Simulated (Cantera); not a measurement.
**(CH3)2SiCl2 + H2 (silicon carbide growth)**

Charge: 1 mol (CH3)2SiCl2, 290 mol H2, at 0.790 bar.

Cantera equilibrium calculation (NASA polynomials, part measured and part estimated; ideal gas, pure solids and liquids). Candidate condensed phases: C, C6H6, C7H8, C8H18, Si, SiC; 109 gas species. The feed counts by its element totals alone. Kinetics and transport are ignored.

```csv
T (K),log p H2,log p HCl,log p CH4,log p H,log p C2H2 (acetylene),log p CH3,log p SiCl2,n SiC(s),n C(graphite)
1373,-0.11,-2.27,-2.57,-5.53,-5.99,-6.69,-6.29,1.000,0
1423,-0.11,-2.27,-2.63,-5.23,-5.57,-6.45,-6.23,1.000,0.132
1473,-0.11,-2.27,-2.74,-4.95,-5.29,-6.28,-6.12,1.000,0.327
1523,-0.11,-2.27,-2.85,-4.69,-5.03,-6.13,-6.02,1.000,0.467
1573,-0.11,-2.27,-2.95,-4.44,-4.79,-5.98,-5.92,1.000,0.568
1623,-0.11,-2.27,-3.04,-4.21,-4.56,-5.84,-5.83,0.999,0.640
1673,-0.11,-2.27,-3.13,-4.00,-4.35,-5.71,-5.75,0.999,0.688
1723,-0.11,-2.27,-3.21,-3.79,-4.15,-5.59,-5.67,0.999,0.716
1773,-0.11,-2.27,-3.29,-3.60,-3.96,-5.47,-5.60,0.999,0.724
1823,-0.11,-2.27,-3.36,-3.42,-3.78,-5.36,-5.53,0.999,0.712
1873,-0.11,-2.27,-3.43,-3.24,-3.61,-5.26,-5.47,0.998,0.677
```
log p: log10 of the partial pressure in bar; n: condensed amount in mol.

At 1373 K the condensed part is SiC(s). From 1423 K to 1873 K the condensed part is C(graphite) + SiC(s). The main Si-bearing gas is SiCl2 throughout.
